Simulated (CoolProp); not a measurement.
The numbers come from the reference Helmholtz-energy equation of state, de Reuck 1990 in CoolProp.

### Question
Give the vapour pressure (MPa), enthalpy of vaporisation (kJ/kg), surface tension (mN/m) of saturated fluorine at 115.9 K.

### Answer
```
T (K)  p (MPa)  enthalpy of vaporisation (kJ/kg)  surface tension (mN/m)
-----  -------  --------------------------------  ----------------------
115.9     1.29                               135                    5.51
```

Surface tension comes from a separate correlation (Mulero 2012).
